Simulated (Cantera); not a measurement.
Charge: 1 mol C3H8, 39 mol H2, equilibrated at 1623.15 K and 0.00133 bar.

Cantera equilibrium calculation (NASA polynomials, part measured and part estimated; ideal gas, pure solids and liquids). Candidate condensed phases: C, C6H6, C7H8, C8H18; 76 gas species. Rates play no part.

Base state: H2 0.998, H 0.00189, C2H2 (acetylene) 3.48e-5 (mole fractions); condensed: C(graphite).

Question: What changes in the equilibrium state with this change: temperature from 1623.15 K to 2148.15 K?

Answer: 
| species | before | after |
|---|---|---|
| H2 | 0.998 | 0.890 |
| H | 0.00189 | 0.108 |
| C2H2 (acetylene) | 3.48e-5 | 0.00171 |
| C(graphite), mol | 3.00 | 2.84 |

Question: What changes in the equilibrium state with this change: pressure from 0.00133 bar to 1.00 bar?

Answer: 
| species | before | after |
|---|---|---|
| H2 | 0.998 | 0.998 |
| CH4 | 1.97e-6 | 0.00148 |
| H | 0.00189 | 6.92e-5 |
| C2H2 (acetylene) | 3.48e-5 | 3.48e-5 |
| C(graphite), mol | 3.00 | 2.93 |
